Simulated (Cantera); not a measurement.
## Premixed flame

A freely propagating, adiabatic, planar premixed flame of 25.2 % H2, 15.7 % O2, 59.1 % N2, equivalence ratio 0.80, unburnt at 473 K and 1.00 bar; mixture-averaged transport, grid criteria slope 0.08 and curve 0.16, no radiation.

Cantera simulation using the H2/O2 subset of GRI-Mech 3.0, which has no nitrogen chemistry; the numbers are that mechanism's predictions, not measurements. Burning velocities carry a grid error of a few per cent, more on coarse grids.

```json
[
 {"z (mm)": "-1.22", "T (K)": "473", "u (m/s)": "3.83", "x H2": "0.252", "x O2": "0.157", "x OH": "<1e-8", "x H": "<1e-8", "x O": "<1e-8", "x HO2": "<1e-8"},
 {"z (mm)": "-0.814", "T (K)": "473", "u (m/s)": "3.83", "x H2": "0.252", "x O2": "0.157", "x OH": "<1e-8", "x H": "<1e-8", "x O": "<1e-8", "x HO2": "<1e-8"},
 {"z (mm)": "-0.611", "T (K)": "473", "u (m/s)": "3.83", "x H2": "0.252", "x O2": "0.157", "x OH": "<1e-8", "x H": "<1e-8", "x O": "<1e-8", "x HO2": "<1e-8"},
 {"z (mm)": "-0.407", "T (K)": "473", "u (m/s)": "3.83", "x H2": "0.251", "x O2": "0.157", "x OH": "<1e-8", "x H": "<1e-8", "x O": "<1e-8", "x HO2": "2.86e-7"},
 {"z (mm)": "-0.204", "T (K)": "490", "u (m/s)": "3.93", "x H2": "0.243", "x O2": "0.159", "x OH": "1.84e-5", "x H": "1.91e-5", "x O": "3.03e-6", "x HO2": "0.000172"},
 {"z (mm)": "-0.102", "T (K)": "725", "u (m/s)": "5.64", "x H2": "0.204", "x O2": "0.155", "x OH": "0.000855", "x H": "0.00283", "x O": "0.000207", "x HO2": "0.000277"},
 {"z (mm)": "0", "T (K)": "1163", "u (m/s)": "8.76", "x H2": "0.120", "x O2": "0.122", "x OH": "0.00281", "x H": "0.0201", "x O": "0.00392", "x HO2": "0.000113"},
 {"z (mm)": "0.102", "T (K)": "1479", "u (m/s)": "11.0", "x H2": "0.0496", "x O2": "0.0719", "x OH": "0.00836", "x H": "0.0336", "x O": "0.0104", "x HO2": "5.53e-5"},
 {"z (mm)": "0.204", "T (K)": "1640", "u (m/s)": "12.1", "x H2": "0.0297", "x O2": "0.0534", "x OH": "0.0120", "x H": "0.0314", "x O": "0.0122", "x HO2": "3.51e-5"},
 {"z (mm)": "0.407", "T (K)": "1804", "u (m/s)": "13.2", "x H2": "0.0239", "x O2": "0.0466", "x OH": "0.0145", "x H": "0.0224", "x O": "0.0107", "x HO2": "2.37e-5"},
 {"z (mm)": "0.814", "T (K)": "1959", "u (m/s)": "14.2", "x H2": "0.0196", "x O2": "0.0429", "x OH": "0.0154", "x H": "0.0133", "x O": "0.00785", "x HO2": "1.55e-5"},
 {"z (mm)": "1.63", "T (K)": "2089", "u (m/s)": "15.1", "x H2": "0.0140", "x O2": "0.0399", "x OH": "0.0145", "x H": "0.00681", "x O": "0.00507", "x HO2": "9.49e-6"},
 {"z (mm)": "3.26", "T (K)": "2187", "u (m/s)": "15.6", "x H2": "0.00869", "x O2": "0.0380", "x OH": "0.0122", "x H": "0.00292", "x O": "0.00289", "x HO2": "5.75e-6"}
]
```
x: mole fraction of selected species; z is measured from the peak of heat release.

The laminar burning velocity is 383 cm/s and the thermal thickness is 0.407 mm. The peak x(OH) is 0.0154 and the peak x(H) is 0.0339. The peak x(O) comes out as 0.0122 and the peak x(HO2) comes out as 0.000390.
